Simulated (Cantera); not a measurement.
**Ammonia decomposition in nitride growth gas**

An isothermal, constant-pressure homogeneous reactor starts with NH₃ : H₂ = 1 : 3.2 (molar parts), at 2150 K and 0.0360 bar.

Detailed kinetics in Cantera: the gas-phase N/H chemistry of the illustrative SiF4/NH3 mechanism in the Surface Chemkin manual (1991). Walls and surfaces, which speed up NH3 decomposition in real reactors, are not modelled.

| t (s) | x NH₃ | x H₂ | x NH₂ | x NH | x N | x N₂H₂ | x N₂ |
|---|---|---|---|---|---|---|---|
| 2.00e-5 | 0.238 | 0.762 | 8.33e-6 | 1.50e-9 | <1e-12 | 2.68e-11 | <1e-12 |
| 6.37e-5 | 0.238 | 0.762 | 2.65e-5 | 2.16e-8 | 4.34e-11 | 4.40e-10 | 1.69e-10 |
| 0.000203 | 0.238 | 0.762 | 8.44e-5 | 2.47e-7 | 1.81e-9 | 6.11e-9 | 2.18e-8 |
| 0.000647 | 0.238 | 0.762 | 0.000266 | 2.52e-6 | 6.03e-8 | 9.32e-8 | 2.05e-6 |
| 0.00206 | 0.237 | 0.762 | 0.000741 | 1.93e-5 | 1.28e-6 | 1.30e-6 | 0.000134 |
| 0.00658 | 0.232 | 0.764 | 0.000988 | 3.47e-5 | 3.10e-6 | 2.83e-6 | 0.00208 |
| 0.0210 | 0.215 | 0.774 | 0.000941 | 3.40e-5 | 3.13e-6 | 2.59e-6 | 0.00890 |
| 0.0668 | 0.170 | 0.801 | 0.000804 | 3.17e-5 | 3.17e-6 | 1.96e-6 | 0.0270 |
| 0.213 | 0.0848 | 0.851 | 0.000503 | 2.54e-5 | 3.25e-6 | 8.83e-7 | 0.0616 |
| 0.678 | 0.00906 | 0.895 | 0.000119 | 1.37e-5 | 3.97e-6 | 8.84e-8 | 0.0922 |
| 2.16 | 6.94e-6 | 0.884 | 4.89e-7 | 3.02e-7 | 4.72e-7 | 4.21e-12 | 0.0952 |
| 6.89 | 8.04e-7 | 0.884 | 5.84e-8 | 3.72e-8 | 5.99e-8 | <1e-12 | 0.0951 |
| 22.0 | 2.41e-7 | 0.884 | 1.75e-8 | 1.11e-8 | 1.79e-8 | <1e-12 | 0.0951 |
| 70.0 | 1.49e-7 | 0.884 | 1.09e-8 | 6.91e-9 | 1.11e-8 | <1e-12 | 0.0951 |
x: mole fraction; the columns are a selection and need not sum to one.

Equilibrium at this temperature and pressure: NH₃ 1.47e-7, H₂ 0.884, NH₂ 1.07e-8, NH 6.79e-9, N 1.09e-8, N₂H₂ <1e-12, N₂ 0.0951 (gas phase only).
